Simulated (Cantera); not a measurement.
Feed: 1 mol CS2, 0.44 mol SO2, 17 mol N2, held at 875 K.

Method: chemical equilibrium by Gibbs-energy minimisation in Cantera with the NASA 1993 tables (ideal gas, pure condensed phases). Candidate condensed phases: C, S; 35 gas species. The ideal-gas law is rough above about 30 bar. Gases not in the tables: S3 to S7. Rates play no part.

x: gas mole fraction; n: condensed amount in mol.

```
P (Pa)     x N2     x S2     x CO    x COS    x CS2     x CO2    x S8  n S(l)
--------  -----  -------  -------  -------  -------  --------  ------  ------
10        0.891   0.0564   0.0437  0.00211  0.00646  0.000165  <1e-12       0
84        0.893   0.0542   0.0390  0.00535  0.00725  0.000945  <1e-12       0
710       0.898   0.0494   0.0291   0.0111  0.00945   0.00312       …       0
6000      0.903   0.0436   0.0170   0.0177   0.0124   0.00603       …       0
50000     0.907   0.0392  0.00791   0.0225   0.0147   0.00827       …       0
420000    0.910   0.0362  0.00316   0.0250   0.0159   0.00945       …       0
3600000   0.924   0.0169  0.00165   0.0262   0.0165   0.00997       …       0
30000000  0.939  0.00297  0.00140   0.0268   0.0168    0.0102       …   0.843
```

Problem. What belongs in the gaps?

Solution. 
- 710, x S8: 2.77e-12
- 6000, x S8: 1.01e-9
- 50000, x S8: 3.83e-7
- 420000, x S8: 0.000166
- 3600000, x S8: 0.00495
- 30000000, x S8: 0.00273
